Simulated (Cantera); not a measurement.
**Thermodynamics of abatement and gas-phase synthesis, feed HBr + H2 + O2**

Input: 1 mol HBr, 0.57 mol H2, a varied amount of O2, equilibrated at 2677 °C and 62.0 Pa.

Method: chemical equilibrium by Gibbs-energy minimisation in Cantera with the NASA 1993 tables (ideal gas, pure condensed phases). Candidate condensed phases: Br2, H2O; 12 gas species. Kinetics and transport are ignored.

```
n(O2) (mol)  log p O  log p H  log p Br  log p O2  log p H2
-----------  -------  -------  --------  --------  --------
0.47           -3.86    -3.50     -3.81     -5.68     -5.26
0.95           -3.65    -3.59     -3.90     -5.26     -5.44
1.4            -3.56    -3.66     -3.97     -5.07     -5.58
1.9            -3.49    -3.73     -4.04     -4.94     -5.72
2.4            -3.45    -3.78     -4.09     -4.86     -5.83
2.9            -3.42    -3.84     -4.14     -4.80     -5.93
3.3            -3.40    -3.87     -4.18     -4.76     -6.00
3.8            -3.38    -3.91     -4.22     -4.72     -6.09
4.3            -3.37    -3.95     -4.26     -4.69     -6.16
```
log p: log10 of the partial pressure in bar; nothing condenses.

From 0.47 mol O2 to 4.3 mol O2 nothing is condensed.
